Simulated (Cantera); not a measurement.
Input (Python, Cantera):

```python
import numpy as np
import cantera as ct

gas = ct.Solution("gri30.yaml")
gas.TPX = 675, 13332, {'CH4': 1, 'O2': 2.33, 'N2': 8.37, 'CO2': 0.31}
flame = ct.FreeFlame(gas, width=0.16)
flame.set_refine_criteria(ratio=3, slope=0.08, curve=0.16)
flame.transport_model = "mixture-averaged"
flame.solve(loglevel=0, auto=True)
flame.transport_model = "multicomponent"
flame.soret_enabled = True
flame.solve(loglevel=0, refine_grid=True)
z, T = flame.grid, flame.T
thick = (T[-1] - T[0]) / np.gradient(T, z).max()
show = ['CH4', 'O2', 'CO2', 'CH2O', 'C2H', 'CH2']
print(f"laminar burning velocity  {flame.velocity[0] * 100:.3f} cm/s")
print(f"burnt temperature         {T[-1]:.1f} K")
print(f"thermal thickness         {thick * 1e3:.4f} mm")
print(f"grid points               {len(z)}")
z0 = z[flame.heat_release_rate.argmax()]
print(f"{'z/mm':>9s}{'T/K':>9s}{'u/(m/s)':>9s}" + "".join(f"{s:>11s}" for s in show))
rows = []
for k in (-3, -2, -1.5, -1, -0.5, -0.25, 0, 0.25, 0.5, 1, 2, 4, 8):
    zz = z0 + k * thick
    rows.append([k * thick, np.interp(zz, z, T), np.interp(zz, z, flame.velocity),
                 *(np.interp(zz, z, flame.X[gas.species_index(s)]) for s in show)])
    print(f"{rows[-1][0] * 1e3:9.3f}{rows[-1][1]:9.1f}{rows[-1][2]:9.3f}" + "".join(f"{x:11.3e}" for x in rows[-1][3:]))
```

It prints:

```
laminar burning velocity  203.572 cm/s
burnt temperature         2235.6 K
thermal thickness         2.0358 mm
grid points               155
     z/mm      T/K  u/(m/s)        CH4         O2        CO2       CH2O        C2H        CH2
   -6.107    675.0    2.037  8.322e-02  1.939e-01  2.580e-02  1.465e-07  6.990e-18  7.560e-15
   -4.072    675.8    2.041  8.303e-02  1.937e-01  2.578e-02  2.904e-06 -6.104e-19  8.837e-12
   -3.054    679.6    2.055  8.249e-02  1.932e-01  2.578e-02  1.432e-05 -3.829e-17  3.445e-10
   -2.036    711.6    2.160  7.945e-02  1.908e-01  2.595e-02  7.321e-05  1.214e-15  1.268e-08
   -1.018    963.0    2.957  6.074e-02  1.700e-01  2.785e-02  4.756e-04  6.413e-12  9.297e-07
   -0.509   1302.1    4.050  3.511e-02  1.348e-01  3.177e-02  1.016e-03  2.485e-09  1.651e-05
    0.000   1650.0    5.194  9.671e-03  9.048e-02  3.925e-02  8.136e-04  8.805e-08  4.932e-05
    0.509   1795.4    5.677  1.029e-03  6.289e-02  4.876e-02  1.662e-04  5.990e-08  1.315e-05
    1.018   1824.9    5.765  5.971e-05  5.229e-02  5.721e-02  1.138e-05  3.293e-09  8.634e-07
    2.036   1845.7    5.810  2.067e-07  4.662e-02  6.744e-02  4.102e-08  3.693e-12  3.083e-09
    4.072   1871.6    5.871  2.615e-11  4.415e-02  7.421e-02  1.629e-11  1.336e-16  4.292e-13
    8.143   1907.4    5.966  3.763e-15  4.289e-02  7.661e-02  9.954e-12  4.729e-19  8.460e-17
   16.286   1961.0    6.110 -6.657e-18  4.147e-02  7.867e-02  8.971e-12 -5.672e-19  3.251e-18
```

Detailed kinetics in Cantera: GRI-Mech 3.0 (53 species, 325 reactions). Burning velocities carry a grid error of a few per cent, more on coarse grids.
